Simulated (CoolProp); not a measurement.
Vapour-liquid equilibrium of R1234yf (1) + R134a (2) at 0.869 MPa; x and y are mole fractions of (1).

Values from CoolProp's multi-fluid Helmholtz-energy mixture model, Lemmon 2022 and Tillner-Roth 1994; pair parameters Bell 2022.

Task: Give the bubble temperature and the first vapour's composition at x = 0.2, 0.35, 0.65. Is there an azeotrope?

Result: x = 0.2: 33.0 °C, y = 0.217; x = 0.35: 32.5 °C, y = 0.363; x = 0.65: 32.4 °C, y = 0.642. y crosses x between x = 0.5 and 0.65: the model has an azeotrope there.

Pair parameters are fitted to limited data, so mixtures are less certain than the pure fluids.
